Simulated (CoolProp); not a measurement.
R507A along the isotherm 375.5 K: density (kg/m³) from the reference equation and from simpler models built on Tc = 343.8 K, pc = 3.705 MPa, ω = 0.286; each cubic takes its own stable root.

The numbers come from the reference Helmholtz-energy equation of state, Lemmon 2003 in CoolProp. It is a pseudo-pure fit of the blend.

```json
[
 {"p (MPa)": "1.68", "phase": "gas", "reference": "61.04"},
 {"p (MPa)": "3.37", "phase": "gas", "reference": "148.2"},
 {"p (MPa)": "5.05", "phase": "supercritical", "reference": "298.4"},
 {"p (MPa)": "6.74", "phase": "supercritical", "reference": "548.4"},
 {"p (MPa)": "8.42", "phase": "supercritical", "reference": "688.6"},
 {"p (MPa)": "10.1", "phase": "supercritical", "reference": "760.5"},
 {"p (MPa)": "11.8", "phase": "supercritical", "reference": "808.8"},
 {"p (MPa)": "13.5", "phase": "supercritical", "reference": "845.1"},
 {"p (MPa)": "15.2", "phase": "supercritical", "reference": "874.3"},
 {"p (MPa)": "16.8", "phase": "supercritical", "reference": "897.3"},
 {"p (MPa)": "18.5", "phase": "supercritical", "reference": "918.6"}
]
```

**Question.** How far does each simpler model (ideal gas, Redlich-Kwong, Soave-Redlich-Kwong, Peng-Robinson) lie from the reference over these 11 states: mean and median of the absolute difference, and the worst?

**Answer.** 
- ideal gas: mean 44.8 %, median 46.4 %, worst -61.3 % at 375.5 K and 8.42 MPa
- Redlich-Kwong: mean 8.2 %, median 10.7 %, worst -12.2 % at 375.5 K and 10.1 MPa
- Soave-Redlich-Kwong: mean 11.9 %, median 13.8 %, worst -17.8 % at 375.5 K and 8.42 MPa
- Peng-Robinson: mean 5.4 %, median 5.0 %, worst -10.8 % at 375.5 K and 8.42 MPa
